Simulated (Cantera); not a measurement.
**Boron, boron nitride and boron oxide: BF₃ + NH₃ + N₂**

Charge: 1 mol BF₃, 0.11 mol NH₃, 10 mol N₂, held at 2075 K and 0.940 bar.

Equilibrium computed with Cantera from the NASA thermochemical tables; the gas is ideal and each condensed phase is pure. Candidate condensed phases: B, BN; 31 gas species. The tables' values for BF₂ are old estimates; treat these amounts as uncertain. The numbers say what is thermodynamically allowed, not how fast it happens.

| Property | Value |
|---|---|
| x(N₂) | 0.891 |
| x(BF₃) | 0.0766 |
| x(HF) | 0.0129 |
| x(BF₂) | 0.0106 |
| x(H₂) | 0.00779 |
| x(BF) | 0.000872 |
| x(BHF₂) | 0.000522 |
| x(H) | 0.000243 |
| gas amount | 11.29 mol |
| log10 activity of B(s) (absent) | -2.67 |
